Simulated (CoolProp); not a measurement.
Oxygen along the isotherm 143.8 K: density (kg/m³) from the reference equation and from simpler models built on Tc = 154.6 K, pc = 5.046 MPa, ω = 0.022; each cubic takes its own stable root.

Model: reference Helmholtz-energy equation of state, Schmidt 1985, in CoolProp.

| p (MPa) | phase | reference |
|---|---|---|
| 0.0798 | gas | 2.150 |
| 0.142 | gas | 3.845 |
| 0.252 | gas | 6.888 |
| 0.449 | gas | 12.49 |
| 0.798 | gas | 22.93 |
| 1.42 | gas | 43.62 |
| 2.52 | gas | 90.94 |
| 4.49 | liquid | 797.1 |
| 7.98 | liquid | 845.3 |
| 14.2 | liquid | 897.0 |
| 25.2 | liquid | 954.9 |

**Question.** How far does each simpler model (Redlich-Kwong, Peng-Robinson) lie from the reference over these 11 states: mean and median of the absolute difference, and the worst?

**Answer.** 
- Redlich-Kwong: mean 1.8 %, median 0.1 %, worst -9.1 % at 143.8 K and 4.49 MPa
- Peng-Robinson: mean 3.0 %, median 1.4 %, worst +10.9 % at 143.8 K and 25.2 MPa
